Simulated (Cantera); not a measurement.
Carbon deposition, reforming and gasification: CO + H₂

Charge: 1 mol CO, 32 mol H₂, held at 1927 °C and 0.280 bar.

Method: chemical equilibrium by Gibbs-energy minimisation in Cantera with the NASA 1993 tables (ideal gas, pure condensed phases). Candidate condensed phases: C, C₆H₆, C₇H₈, C₈H₁₈, H₂O; 110 gas species. Equilibrium is a limit: real reactors are often held back by kinetics, nucleation or transport.

| Quantity | Value |
|---|---|
| x(H₂) | 0.959 |
| x(CO) | 0.0301 |
| x(H) | 0.0104 |
| x(H₂O) | 1.14e-5 |
| x(C₂H₂ (acetylene)) | 4.05e-6 |
| x(CH₄) | 2.75e-6 |
| gas amount | 33.17 mol |
| log10 activity of C(graphite) (absent) | -1.39 |
